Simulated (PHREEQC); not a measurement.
Synthetic water in mg/L, 25 °C, pH 4.16, pe 10.1:

| constituent | mg/L |
|---|---|
| Na | 124 |
| K | 66.3 |
| Ca | 64.2 |
| Mg | 36.4 |
| Cl | 127 |
| S(6) as SO4 | 474 |
| F | 2.61 |

Valence states are taken as typed.

The numbers come from PHREEQC with the ion-association model, phreeqc.dat.

Problem. The ionic strength comes out as 0.0185 mol/kgw. What activity coefficients do H+, Ca+2, HSO4-, SO4-2, NaSO4- get?

Solution. H+ 0.89, Ca+2 0.60, HSO4- 0.87, SO4-2 0.59, NaSO4- 0.88.

This is a speciation only: nothing precipitates in the calculation. Species that the database lacks are ignored.
